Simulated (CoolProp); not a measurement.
c-C4F8 (RC318) at several states: fugacity coefficient from the reference equation and from simpler models built on Tc = 115.2 °C, pc = 27.78 bar, ω = 0.355; each cubic takes its own stable root.

Model: reference Helmholtz-energy equation of state, Platzer 1990, in CoolProp. This equation is an older, rougher fit; its heat capacities, sound speeds and derivatives of the liquid may be far off and weren't checked against measurements.

| T (°C) | p (bar) | phase | reference | van der Waals | Redlich-Kwong | Soave-Redlich-Kwong | Peng-Robinson |
|---|---|---|---|---|---|---|---|
| 217.95 | 17.4 | gas | 0.9157 | 0.8985 | 0.8981 | 0.9189 | 0.9030 |
| 88.65 | 0.675 | gas | 0.9898 | 0.9915 | 0.9899 | 0.9894 | 0.9885 |
| -10.05 | 0.437 | gas | 0.9812 | 0.9884 | 0.9842 | 0.9816 | 0.9809 |
| 9.85 | 83.2 | liquid | 0.03258 | 0.1319 | 0.05879 | 0.03338 | 0.03139 |
| 159.55 | 89.7 | supercritical | 0.4621 | 0.4519 | 0.4402 | 0.4837 | 0.4499 |
| 191.85 | 32.2 | supercritical | 0.8123 | 0.7856 | 0.7843 | 0.8171 | 0.7907 |
